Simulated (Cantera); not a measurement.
Cantera run:

```python
import numpy as np
import cantera as ct

gas_names = [...]  # 148 gases of nasa_gas.yaml made of Al, C, H, N, O
cond_names = """
    AL(cr) AL(L) ALN(s) AL2O3(a) AL2O3(L) C(gr) C6H6(L) C7H8(L) C8H18(L),n-octa H2O(s) H2O(L)
""".split()


# ... load() reads the species with a 1 bar reference pressure and builds the phases ...
atoms = {
    'Al': {'AL': 1},
    'H2O': {'H': 2, 'O': 1},
    'CO': {'C': 1, 'O': 1},
    'NH3': {'N': 1, 'H': 3},
}
top_T = {'ALN(s)': 2750, 'C(gr)': 4500}  # K; cautious upper limits of use, not melting points


# ... equilibrate(T, P, feed) seeds the gas with the atoms and calls Mixture.equilibrate('TP', solver="vcs", rtol=1e-11, max_steps=5000) ...
results = []
feed = {'Al': 1, 'H2O': 0.35, 'CO': 11, 'NH3': 5.9}  # mol
T = 1025  # K
P = 550000  # Pa
mix = equilibrate(T, P, feed)
results.append((T, P, feed, dict(zip(mix.species_names, mix.species_moles))))
print(gas.report(threshold=0.0001))
for i in range(1, mix.n_phases):
    print(f"{mix.phase(i).name:16s} {mix.phase_moles(i):12.5e} mol")
```

It prints:

```
       temperature   1025 K
          pressure   5.5e+05 Pa
           density   1.2613 kg/m^3
  mean mol. weight   19.544 kg/kmol
   phase of matter   gas

                          1 kg             1 kmol
                     ---------------   ---------------
          enthalpy       -3.8135e+06       -7.4531e+07  J
   internal energy       -4.2495e+06       -8.3054e+07  J
           entropy             11027        2.1551e+05  J/K
    Gibbs function       -1.5116e+07       -2.9543e+08  J
 heat capacity c_p            1906.1             37254  J/K
 heat capacity c_v            1480.7             28939  J/K

                      mass frac. Y      mole frac. X     chem. pot. / RT
                     ---------------   ---------------   ---------------
               CH4          0.035659          0.043441           -35.514
                CO           0.34111           0.23802           -38.365
               CO2           0.24136           0.10719           -75.173
                H2          0.033815           0.32782           -16.978
               H2O           0.10494           0.11385           -53.786
               NH3        0.00018336        0.00021042           -37.965
                N2           0.24292           0.16948           -24.996
     [ +141 minor]        5.9736e-06        3.9709e-06

AL(L)             0.00000e+00 mol
ALN(s)            0.00000e+00 mol
AL2O3(a)          5.00000e-01 mol
C(gr)             4.23925e+00 mol
```

Equilibrium computed with Cantera from the NASA thermochemical tables; the gas is ideal and each condensed phase is pure.
